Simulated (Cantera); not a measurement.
Input: 1 mol SiO₂, 0.44 mol CH₄, 0.035 mol CO, held at 1023.15 K and 0.360 bar.

Method: chemical equilibrium by Gibbs-energy minimisation in Cantera with the NASA 1993 tables (ideal gas, pure condensed phases). Candidate condensed phases: C, C₆H₆, C₇H₈, C₈H₁₈, H₂O, Si, SiC, SiO₂; 123 gas species. Equilibrium is a limit: real reactors are often held back by kinetics, nucleation or transport.

Base state: H₂ 0.937, CO 0.0357, CH₄ 0.0237, H₂O 0.00329, CO₂ 0.000163 (mole fractions); condensed: C(graphite) + SiO₂(β-quartz).

Task: What changes in the equilibrium state with this change: SiO₂ replaced by CuO?

Result: 
```tsv
species	before	after
H₂	0.937	0.396
H₂O	0.00329	0.254
CO	0.0357	0.191
CO₂	0.000163	0.160
CH₄	0.0237	0.000123
C(graphite), mol	0.422	0
SiO₂(β-quartz), mol	1.00	0
Cu(s), mol	0	1.00
```
Further candidate phases: Cu, CuO, Cu(OH)₂, Cu₂O.
